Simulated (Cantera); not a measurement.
Feed: 1 mol Al, 8.5 mol H2O, 14 mol N2, held at 19.0 Pa.

Cantera equilibrium calculation (NASA polynomials, part measured and part estimated; ideal gas, pure solids and liquids). Candidate condensed phases: Al, AlN, Al2O3, H2O; 35 gas species. Kinetics and transport are ignored.

x: gas mole fraction; n: condensed amount in mol.

| T (K) | x N2 | x H2O | x H | x H2 | x OH | x O | x O2 | n Al2O3(s) |
|---|---|---|---|---|---|---|---|---|
| 1550 | 0.622 | 0.311 | 0.000589 | 0.0664 | 9.27e-5 | 6.97e-7 | 1.51e-6 | 0.500 |
| 1650 | 0.622 | 0.310 | 0.00169 | 0.0660 | 0.000360 | 7.53e-6 | 1.60e-5 | 0.500 |
| 1750 | 0.620 | 0.309 | 0.00431 | 0.0653 | 0.00119 | 6.21e-5 | 0.000131 | 0.500 |
| 1850 | 0.617 | 0.303 | ? | 0.0652 | ? | ? | ? | 0.500 |
| 1950 | 0.609 | 0.287 | 0.0217 | 0.0683 | 0.00828 | 0.00195 | 0.00355 | 0.500 |
| 2050 | 0.591 | ? | ? | ? | ? | ? | ? | 0.500 |
| 2150 | 0.560 | 0.196 | 0.0902 | 0.0869 | 0.0263 | 0.0192 | 0.0184 | 0.499 |

Q: What belongs in the gaps?

A: 
- 1850, x H: 0.00998
- 1850, x OH: 0.00343
- 1850, x O: 0.000400
- 1850, x O2: 0.000817
- 2050, x H2O: 0.251
- 2050, x H: 0.0457
- 2050, x H2: 0.0769
- 2050, x OH: 0.0163
- 2050, x O: 0.00698
- 2050, x O2: 0.00978
